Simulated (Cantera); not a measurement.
## B2O3 + H2O (boron, boron nitride and boron oxide)

Charge: 1 mol B2O3, 6.9 mol H2O, at 0.180 Torr.

Cantera equilibrium calculation (NASA polynomials, part measured and part estimated; ideal gas, pure solids and liquids). Candidate condensed phases: B, B2O3, B3O3H3, H2O; 23 gas species. Gases not in the tables: H3BO3. Kinetics and transport are ignored.

| T (K) | x H2O | x HBO2 | x H2 | x H | x O2 | x OH | x O | x BO2 | n B2O3(l) |
|---|---|---|---|---|---|---|---|---|---|
| 1050 | 0.995 | 0.00457 | 1.03e-5 | 1.68e-9 | 5.04e-6 | 5.17e-7 | 9.69e-11 | 3.13e-9 | 0.981 |
| 1150 | 0.975 | 0.0252 | 5.33e-5 | 3.52e-8 | 2.57e-5 | 3.88e-6 | 2.72e-9 | 1.29e-7 | 0.910 |
| 1250 | 0.899 | 0.101 | 0.000204 | 4.46e-7 | 9.63e-5 | 2.03e-5 | 4.38e-8 | 2.88e-6 | 0.631 |
| 1350 | 0.748 | 0.249 | 0.000597 | 3.76e-6 | 0.000272 | 7.65e-5 | 4.49e-7 | 3.19e-5 | 0 |
| 1450 | 0.747 | 0.248 | 0.00167 | 2.50e-5 | 0.000746 | 0.000267 | 3.54e-6 | 0.000110 | 0 |
| 1550 | 0.744 | 0.245 | 0.00410 | 0.000130 | 0.00179 | 0.000794 | 2.14e-5 | 0.000322 | 0 |
| 1650 | 0.737 | 0.242 | 0.00899 | 0.000556 | 0.00386 | 0.00206 | 0.000104 | 0.000828 | 0 |
| 1750 | 0.723 | 0.238 | 0.0179 | 0.00201 | 0.00758 | 0.00476 | 0.000420 | 0.00190 | 0 |
| 1850 | 0.696 | 0.230 | 0.0325 | 0.00627 | 0.0137 | 0.00991 | 0.00146 | 0.00398 | 0 |
| 1950 | 0.649 | 0.218 | 0.0543 | 0.0172 | 0.0228 | 0.0187 | 0.00440 | 0.00762 | 0 |
| 2050 | 0.574 | 0.200 | 0.0826 | 0.0421 | 0.0350 | 0.0320 | 0.0118 | 0.0134 | 0 |
| 2150 | 0.466 | 0.171 | 0.113 | 0.0914 | 0.0488 | 0.0488 | 0.0279 | 0.0215 | 0 |
x: gas mole fraction; n: condensed amount in mol.

From 1050 K to 1250 K the condensed part is B2O3(l). From 1350 K to 2150 K nothing is condensed.
